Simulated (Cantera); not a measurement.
Input: 1 mol Si2Cl6, 0.18 mol NH3, 16 mol H2, held at 0.00270 bar.

Cantera equilibrium calculation (NASA polynomials, part measured and part estimated; ideal gas, pure solids and liquids). Candidate condensed phases: NH4Cl, Si, Si3N4; 28 gas species. The feed counts by its element totals alone. Mutual solubility and eutectic melting of coexisting phases are not modelled. Gases not in the tables: Si2H6 and higher silanes. Equilibrium is a limit: real reactors are often held back by kinetics, nucleation or transport.

Problem. Which condensed phases are stable at each of these points (T (°C)): 650, 800, 950, 1100, 1250, 1400, 1550, 1700, 1850?

Solution. 
```tsv
T (°C)	condensed phases	Si condensed (%)
650	Si(s) + Si3N4(s)	27.1
800	Si(s) + Si3N4(s)	33.1
950	Si(s) + Si3N4(s)	28.5
1100	Si(s) + Si3N4(s)	21.8
1250	Si(s)	18.4
1400	Si(s)	15.8
1550	Si(l)	18.2
1700	Si(l)	10.9
1850	gas only	0.0
```

From 650 °C to 1100 °C the condensed part is Si(s) + Si3N4(s). From 1250 °C to 1400 °C the condensed part is Si(s). From 1550 °C to 1700 °C the condensed part is Si(l). At 1850 °C nothing is condensed.
